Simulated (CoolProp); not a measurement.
n-butane along the isotherm 375.8 K: density (kg/m³) from the reference equation and from simpler models built on Tc = 425.1 K, pc = 3.796 MPa, ω = 0.201; each cubic takes its own stable root.

Computed with CoolProp (reference Helmholtz-energy equation of state, Bücker 2006).

```
p (MPa)   phase  reference  van der Waals  Soave-Redlich-Kwong  Peng-Robinson
-------  ------  ---------  -------------  -------------------  -------------
0.173       gas      3.296          3.279                3.295          3.301
0.345       gas      6.741              ?                    ?          6.764
0.518       gas      10.40          10.22                10.39              ?
0.69        gas      14.28          13.92                14.24          14.36
0.863       gas      18.45          17.82                18.37          18.57
1.04        gas          ?          22.04                22.92          23.23
1.21        gas      27.93          26.35                27.67              ?
1.38        gas      33.33          30.95                32.88          33.52
1.55        gas          ?          35.91                38.72          39.61
1.73     liquid      463.1          41.66                404.5          458.6
1.9      liquid      464.2          47.70                406.5              ?
```

### Question
Some entries are withheld; supply them.

### Answer

- 0.345, van der Waals: 6.667
- 0.345, Soave-Redlich-Kwong: 6.736
- 0.518, Peng-Robinson: 10.45
- 1.04, reference: 23.07
- 1.21, Peng-Robinson: 28.12
- 1.55, reference: 39.49
- 1.9, Peng-Robinson: 460.6

At some of these states van der Waals gives the other phase, because its saturation line lies elsewhere.
